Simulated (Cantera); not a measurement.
## Formation from one mole of O2

Standard-state values (1 bar) from the NASA 1993 polynomials, evaluated with Cantera. Values are per mole of reaction as written; species without (g) are pure solids or liquids, kept so even where they would boil at 1 bar.

1.2 Ti + O2(g) = 0.4 Ti3O5

```json
[
 {"T (K)": "300", "ΔH° (kJ)": "-983.7", "ΔS° (J/K)": "-190.3", "ΔG° (kJ)": "-926.6", "log10 K": "161.33", "condensed phases": "Ti(α), Ti3O5(s)"},
 {"T (K)": "1175", "ΔH° (kJ)": "-975.2", "ΔS° (J/K)": "-170.2", "ΔG° (kJ)": "-775.2", "log10 K": "34.46", "condensed phases": "Ti(β), Ti3O5(s)"},
 {"T (K)": "1275", "ΔH° (kJ)": "-973.4", "ΔS° (J/K)": "-168.8", "ΔG° (kJ)": "-758.2", "log10 K": "31.06", "condensed phases": "Ti(β), Ti3O5(s)"},
 {"T (K)": "1375", "ΔH° (kJ)": "-971.6", "ΔS° (J/K)": "-167.4", "ΔG° (kJ)": "-741.4", "log10 K": "28.17", "condensed phases": "Ti(β), Ti3O5(s)"},
 {"T (K)": "1475", "ΔH° (kJ)": "-969.9", "ΔS° (J/K)": "-166.2", "ΔG° (kJ)": "-724.7", "log10 K": "25.67", "condensed phases": "Ti(β), Ti3O5(s)"},
 {"T (K)": "1575", "ΔH° (kJ)": "-968.1", "ΔS° (J/K)": "-165.0", "ΔG° (kJ)": "-708.2", "log10 K": "23.49", "condensed phases": "Ti(β), Ti3O5(s)"},
 {"T (K)": "1675", "ΔH° (kJ)": "-966.3", "ΔS° (J/K)": "-163.9", "ΔG° (kJ)": "-691.7", "log10 K": "21.57", "condensed phases": "Ti(β), Ti3O5(s)"},
 {"T (K)": "1775", "ΔH° (kJ)": "-964.6", "ΔS° (J/K)": "-162.9", "ΔG° (kJ)": "-675.4", "log10 K": "19.88", "condensed phases": "Ti(β), Ti3O5(s)"},
 {"T (K)": "1875", "ΔH° (kJ)": "-962.9", "ΔS° (J/K)": "-162.0", "ΔG° (kJ)": "-659.1", "log10 K": "18.36", "condensed phases": "Ti(β), Ti3O5(s)"}
]
```

2 C + O2(g) = 2 CO(g)

```tsv
T (K)	ΔH° (kJ)	ΔS° (J/K)	ΔG° (kJ)	log10 K
300	-221.0	178.8	-274.7	47.82
1175	-226.1	174.6	-431.3	19.17
1275	-227.4	173.6	-448.7	18.38
1375	-228.7	172.6	-466.0	17.70
1475	-230.1	171.6	-483.2	17.11
1575	-231.5	170.7	-500.3	16.59
1675	-232.9	169.8	-517.4	16.13
1775	-234.4	169.0	-534.3	15.72
1875	-235.9	168.1	-551.2	15.35
```

2 Ti + O2(g) = 2 TiO(g)

```csv
T (K),ΔH° (kJ),ΔS° (J/K),ΔG° (kJ),log10 K,condensed phases
300,108.8,200.3,48.7,-8.48,Ti(α)
1175,82.7,167.7,-114.3,5.08,Ti(β)
1275,81.0,166.3,-131.0,5.37,Ti(β)
1375,79.0,164.8,-147.6,5.61,Ti(β)
1475,76.6,163.1,-163.9,5.81,Ti(β)
1575,74.0,161.4,-180.2,5.98,Ti(β)
1675,71.0,159.5,-196.2,6.12,Ti(β)
1775,67.7,157.6,-212.1,6.24,Ti(β)
1875,64.0,155.6,-227.7,6.34,Ti(β)
```

1.143 Ti + O2(g) = 0.2857 Ti4O7

```tsv
T (K)	ΔH° (kJ)	ΔS° (J/K)	ΔG° (kJ)	log10 K	condensed phases
300	-972.7	-183.5	-917.7	159.78	Ti(α), Ti4O7(s)
1175	-967.7	-173.3	-764.0	33.97	Ti(β), Ti4O7(s)
1275	-966.0	-171.9	-746.8	30.59	Ti(β), Ti4O7(s)
1375	-964.3	-170.7	-729.7	27.72	Ti(β), Ti4O7(s)
1475	-962.8	-169.6	-712.6	25.24	Ti(β), Ti4O7(s)
1575	-961.5	-168.7	-695.7	23.07	Ti(β), Ti4O7(s)
1675	-960.3	-168.0	-678.9	21.17	Ti(β), Ti4O7(s)
1775	-959.2	-167.4	-662.1	19.48	Ti(β), Ti4O7(s)
1875	-958.3	-166.9	-645.4	17.98	Ti(β), Ti4O7(s)
```
